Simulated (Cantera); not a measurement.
Ignition delay

Mixture: 10.2 % CH4, 1.12 % C2H6, 18.6 % O2, 70.1 % N2, at 760 Torr, adiabatic and at constant volume. Ignition delay is the time to a rise of 400 K.

Model: GRI-Mech 3.0 (53 species, 325 reactions), integrated in Cantera.

```tsv
T0 (K)	delay (ms)
1250	3.00
1325	1.36
1400	0.641
1475	0.314
1550	0.162
1625	0.0903
1700	0.0542
```

apparent activation energy between 1550 and 1700 K: 160 kJ/mol
